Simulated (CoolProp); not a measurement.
Vapour-liquid equilibrium of CHF3 (R23) (1) + R134a (2) at 275 K; x and y are mole fractions of (1).

Values from CoolProp's multi-fluid Helmholtz-energy mixture model, Penoncello 2003 and Tillner-Roth 1994; pair parameters Bell 2016.

| x | bubble pressure, mixture model (kPa) | bubble pressure, Raoult's law (kPa) | y, mixture model | y, Raoult's law |
|---|---|---|---|---|
| 0.05 | 402.8 | 428.4 | [?] | 0.306 |
| 0.125 | 539.9 | 601.6 | 0.457 | 0.545 |
| 0.2 | 680.4 | 774.8 | 0.589 | 0.677 |
| 0.275 | 825.1 | 947.9 | 0.680 | 0.761 |
| 0.35 | 975.0 | 1121 | [?] | 0.819 |
| 0.425 | 1131 | 1294 | 0.797 | 0.861 |
| 0.5 | 1293 | 1467 | 0.838 | 0.893 |
| 0.575 | 1462 | 1641 | 0.871 | 0.919 |
| 0.65 | 1639 | 1814 | 0.900 | 0.940 |
| 0.725 | 1825 | 1987 | 0.924 | 0.957 |
| 0.8 | [?] | 2160 | 0.946 | 0.971 |
| 0.875 | 2231 | 2333 | [?] | 0.983 |
| 0.95 | 2458 | 2507 | 0.987 | 0.994 |

Fill in the missing entries.


- 0.05, y, mixture model: 0.241
- 0.35, y, mixture model: 0.746
- 0.8, bubble pressure, mixture model (kPa): 2022
- 0.875, y, mixture model: 0.967

The largest gap from Raoult's law is -13.0 % in bubble pressure, at x = 0.35. No azeotrope shows between x = 0.05 and 0.95.

The pair parameters rest on a limited set of measurements; away from them the model extrapolates.
